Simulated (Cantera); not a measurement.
A Cantera script and its output.

```python
import numpy as np
import cantera as ct

gas = ct.Solution("gri30.yaml")
gas.TPX = 1625, 46000, {'CH4': 1, 'C2H6': 0.27, 'C3H8': 0.15, 'O2': 3.7, 'N2': 13.9, 'H2O': 2.4}
reactor = ct.IdealGasReactor(gas, energy="on", clone=False)
net = ct.ReactorNet([reactor])
net.rtol, net.atol = 1e-08, 1e-16
show = ['CH4', 'C2H6', 'C3H8', 'HCN', 'H', 'CO2']
times = np.geomspace(2e-06, 5, 15)

steps = ct.SolutionArray(gas, extra=["t"])
rows = []
print(f"{'t/s':>10s}{'T/K':>9s}{'P/Pa':>11s}" + "".join(f"{s:>11s}" for s in show))
for t in times:
    while net.time < t:
        t_next = net.step()
        steps.append(gas.state, t=t_next)
    rows.append([np.interp(t, steps.t, y) for y in (steps.T, steps.P, *steps(*show).X.T)])
    print(f"{t:10.3e}{rows[-1][0]:9.1f}{rows[-1][1]:11.4g}" + "".join(f"{x:11.3e}" for x in rows[-1][2:]))
rate = np.gradient(steps.T, steps.t)
print("integrator steps:", len(steps.t))
if steps.T.max() > steps.T[0] + 200:
    print(f"time of steepest temperature rise: {steps.t[rate.argmax()]:.4e} s")
gas.TPX = 1625, 46000, {'CH4': 1, 'C2H6': 0.27, 'C3H8': 0.15, 'O2': 3.7, 'N2': 13.9, 'H2O': 2.4}
gas.equilibrate("UV")
print(f"equilibrium (UV): T = {gas.T:.1f} K  " + "  ".join(f"{s} {gas[s].X[0]:.3e}" for s in show))
```

Result:

```
       t/s      T/K       P/Pa        CH4       C2H6       C3H8        HCN          H        CO2
 2.000e-06   1622.5  4.594e+04  4.666e-02  1.250e-02  6.852e-03  2.079e-14  1.933e-05  2.389e-08
 5.728e-06   1617.7  4.584e+04  4.650e-02  1.220e-02  6.516e-03  1.801e-12  3.975e-05  9.499e-07
 1.641e-05   1609.1  4.572e+04  4.562e-02  1.102e-02  5.395e-03  9.772e-11  9.031e-05  2.185e-05
 4.699e-05   1646.2  4.737e+04  3.970e-02  6.248e-03  1.871e-03  5.042e-09  3.053e-04  3.403e-04
 1.346e-04   2581.4   7.94e+04  1.030e-15  4.910e-30  2.107e-44  4.754e-11  2.115e-02  4.119e-02
 3.855e-04   2758.0  8.379e+04  2.659e-15  1.295e-29  1.473e-43  2.982e-10  1.364e-02  4.515e-02
 1.104e-03   2764.4   8.39e+04  2.968e-15  1.505e-29  1.915e-43  6.452e-10  1.311e-02  4.535e-02
 3.162e-03   2758.6  8.369e+04  3.124e-15  1.642e-29  2.166e-43  1.098e-09  1.290e-02  4.521e-02
 9.057e-03   2756.8  8.363e+04  3.174e-15  1.687e-29  2.250e-43  1.237e-09  1.284e-02  4.517e-02
 2.594e-02   2756.7  8.363e+04  3.175e-15  1.687e-29  2.251e-43  1.239e-09  1.284e-02  4.517e-02
 7.430e-02   2756.7  8.363e+04  3.175e-15  1.687e-29  2.251e-43  1.239e-09  1.284e-02  4.517e-02
 2.128e-01   2756.7  8.363e+04  3.175e-15  1.687e-29  2.251e-43  1.239e-09  1.284e-02  4.517e-02
 6.095e-01   2756.7  8.363e+04  3.175e-15  1.687e-29  2.251e-43  1.239e-09  1.284e-02  4.517e-02
 1.746e+00   2756.7  8.363e+04  3.175e-15  1.687e-29  2.251e-43  1.239e-09  1.284e-02  4.517e-02
 5.000e+00   2756.7  8.363e+04  3.175e-15  1.687e-29  2.251e-43  1.239e-09  1.284e-02  4.517e-02
integrator steps: 1572
time of steepest temperature rise: 8.1279e-05 s
equilibrium (UV): T = 2756.7 K  CH4 4.159e-15  C2H6 2.770e-29  C3H8 4.143e-43  HCN 1.239e-09  H 1.284e-02  CO2 4.517e-02
```

Computed with Cantera and GRI-Mech 3.0 (53 species, 325 reactions).
